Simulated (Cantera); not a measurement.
Feed: 1 mol HMDSO, 1.6 mol O3, 22 mol H2, at 0.240 bar.

These are equilibrium values from Cantera (NASA tables, ideal gas, pure condensed phases), not measurements of a reactor. Candidate condensed phases: C, C6H6, C7H8, C8H18, H2O, Si, SiC, SiO2; 123 gas species. The feed counts by its element totals alone. The tables hold silica as quartz up to 1696 K and as liquid above; real silica turns to tridymite and cristobalite and melts near 1996 K. Rates play no part. All values below are at 1150 °C.

Base state: H2 0.944, CO 0.0549, CH4 0.000815, H2O 3.84e-5, SiO 1.67e-5, H 1.32e-5 (mole fractions); condensed: C(graphite) + SiO2(β-quartz).

Q: What changes in the equilibrium state with this change: pressure from 0.240 bar to 0.000320 bar?

A: 
```tsv
species	before	after
H2	0.944	0.842
CO	0.0549	0.133
SiO	1.67e-5	0.0245
CH4	0.000815	7.53e-8
H2O	3.84e-5	1.27e-6
C(graphite), mol	4.17	0
SiO2(β-quartz), mol	2.00	0
SiC(s), mol	0	1.10
```
